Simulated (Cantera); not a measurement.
**Thermodynamics of thermal oxidation and active oxidation of silicon, feed Si + H₂O + H₂ + N₂**

A closed system holds: 1 mol Si, 0.015 mol H₂O, 160 mol H₂, 0.00019 mol N₂, at 0.0323 Torr.

Method: chemical equilibrium by Gibbs-energy minimisation in Cantera with the NASA 1993 tables (ideal gas, pure condensed phases). Candidate condensed phases: H₂O, Si, SiO₂, Si₂N₂O, Si₃N₄; 35 gas species. N₂ is the only nitrogen source here; it is nearly inert below about 1500 K, so the nitride shown seldom forms there in practice. Mutual solubility and eutectic melting of coexisting phases are not modelled. Equilibrium is a limit: real reactors are often held back by kinetics, nucleation or transport.

```json
[
 {"T (K)": "998", "log p H₂": "-4.37", "log p H": "-10.85", "log p SiO": "-9.32", "log p N₂": "-15.61", "log p Si": "-15.80", "n Si(s)": "0.991", "n SiO₂(β-quartz)": "0.00651", "n Si₂N₂O(s)": "0.000190"},
 {"T (K)": "1048", "log p H₂": "-4.37", "log p H": "-10.30", "log p SiO": "-8.45", "log p N₂": "-14.39", "log p Si": "-14.68", "n Si(s)": "0.986", "n SiO₂(β-quartz)": "0.000854", "n Si₂N₂O(s)": "0.000190"},
 {"T (K)": "1098", "log p H₂": "-4.37", "log p H": "-9.79", "log p SiO": "-8.40", "log p N₂": "-12.55", "log p Si": "-13.66", "n Si(s)": "0.985", "n SiO₂(β-quartz)": "0", "n Si₂N₂O(s)": "0.000189"},
 {"T (K)": "1148", "log p H₂": "-4.37", "log p H": "-9.33", "log p SiO": "-8.40", "log p N₂": "-10.83", "log p Si": "-12.74", "n Si(s)": "0.985", "n SiO₂(β-quartz)": "0", "n Si₂N₂O(s)": "0.000135"},
 {"T (K)": "1198", "log p H₂": "-4.37", "log p H": "-8.90", "log p SiO": "-8.39", "log p N₂": "-10.29", "log p Si": "-11.89", "n Si(s)": "0.985", "n SiO₂(β-quartz)": "0", "n Si₂N₂O(s)": "0"},
 {"T (K)": "1248", "log p H₂": "-4.37", "log p H": "-8.51", "log p SiO": "-8.39", "log p N₂": "-10.29", "log p Si": "-11.11", "n Si(s)": "0.985", "n SiO₂(β-quartz)": "0", "n Si₂N₂O(s)": "0"},
 {"T (K)": "1298", "log p H₂": "-4.37", "log p H": "-8.15", "log p SiO": "-8.39", "log p N₂": "-10.29", "log p Si": "-10.39", "n Si(s)": "0.985", "n SiO₂(β-quartz)": "0", "n Si₂N₂O(s)": "0"}
]
```
log p: log10 of the partial pressure in bar; n: condensed amount in mol.

From 998 K to 1048 K the condensed part is Si(s) + SiO₂(β-quartz) + Si₂N₂O(s). From 1098 K to 1148 K the condensed part is Si(s) + Si₂N₂O(s). From 1198 K to 1298 K the condensed part is Si(s). The main Si-bearing gas is SiO throughout.
